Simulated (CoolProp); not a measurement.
Saturation properties of CH3F (R41).

Model: reference Helmholtz-energy equation of state, Lemmon 2006, in CoolProp. It is a short technical equation, of lower accuracy than the large ones.

| T (K) | p (bar) | vapour density (kg/m³) | enthalpy of vaporisation (kJ/kg) |
|---|---|---|---|
| 197.1 | 1.149 | 2.501 | 484.4 |
| 203.6 | 1.608 | 3.427 | 475.1 |
| 210.2 | [?] | 4.623 | 465.2 |
| 216.8 | 2.975 | 6.124 | 454.8 |
| 223.4 | 3.928 | 7.984 | 443.8 |
| 230 | 5.099 | 10.26 | 432.3 |
| 236.5 | 6.494 | [?] | 420.2 |
| 243.1 | 8.188 | 16.34 | 407.0 |
| 249.7 | 10.20 | 20.37 | 393.0 |
| 256.3 | 12.55 | 25.21 | 377.9 |
| 262.9 | 15.29 | 31.04 | [?] |

Q: Complete the blanks.

A: 
- 210.2, p (bar): 2.210
- 236.5, vapour density (kg/m³): 12.99
- 262.9, enthalpy of vaporisation (kJ/kg): 361.5

It boils at 194.8 K under 1 atm.
